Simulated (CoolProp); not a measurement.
Vapour pressure (bar) of n-pentane: the reference equation beside estimates from Tc = 469.7 K, pc = 33.68 bar, ω = 0.251. Clausius-Clapeyron is anchored at 351.7 K with a constant enthalpy of vaporisation of 23.06 kJ/mol.

Computed with CoolProp (reference Helmholtz-energy equation of state, Thol 2019).

```tsv
T (K)	reference	Lee-Kesler	Clausius-Clapeyron	van der Waals	Redlich-Kwong	Soave-Redlich-Kwong
351.7	3.549	3.567	3.549	9.437	5.072	3.569
359.2	4.279	4.304	(withheld)	10.45	5.957	(withheld)
366.7	5.117	5.149	4.900	11.52	6.944	5.164
374.2	6.072	(withheld)	5.702	(withheld)	8.040	6.138
381.7	7.154	7.198	6.596	13.88	9.249	7.242
389.2	8.373	8.422	7.587	15.16	10.58	8.487
396.7	9.741	(withheld)	8.682	16.51	12.03	9.884
404.2	11.27	11.32	9.884	17.94	13.61	11.44
411.7	12.97	13.02	11.20	19.44	15.33	13.18
419.2	14.85	14.90	12.64	21.02	17.19	15.09
426.7	16.93	16.98	14.19	22.67	19.19	(withheld)
```

Task: Fill in the missing entries.

Result: 
- 359.2, Clausius-Clapeyron: 4.184
- 359.2, Soave-Redlich-Kwong: 4.311
- 374.2, Lee-Kesler: 6.111
- 374.2, van der Waals: 12.66
- 396.7, Lee-Kesler: 9.792
- 426.7, Soave-Redlich-Kwong: 17.20

Absolute difference from the reference over all 11 rows, mean and median: Lee-Kesler 0.5 and 0.5 %, Clausius-Clapeyron 8.9 and 9.4 %, van der Waals 88.4 and 81.1 %, Redlich-Kwong 27.0 and 26.4 %, Soave-Redlich-Kwong 1.2 and 1.4 %.
